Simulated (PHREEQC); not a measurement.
A made-up water analysis in mmol/kgw, 20 °C, pH 3.54, pe 9.7: Na 11.7; K 0.186; Ca 13.8; Mg 1.28; Cl 12.8; S(6) 14.1; Cd 0.931; Li 0.0165; Ni 0.632.

Cl is adjusted to close the charge balance.
Valence states are taken as typed.

Computed with PHREEQC (ion-association model, wateq4f.dat).

No solid was allowed to form.

Problem. Order these Ni species by the share of Ni that they hold, largest first: NiCl+, NiSO4, Ni+2.

Solution. Ni+2 (74 %), NiSO4 (25 %), NiCl+ (1.4 %)

The pH is 3.54 and the ionic strength 0.0575 mol/kgw. Complexes and solids missing from the database can't appear.
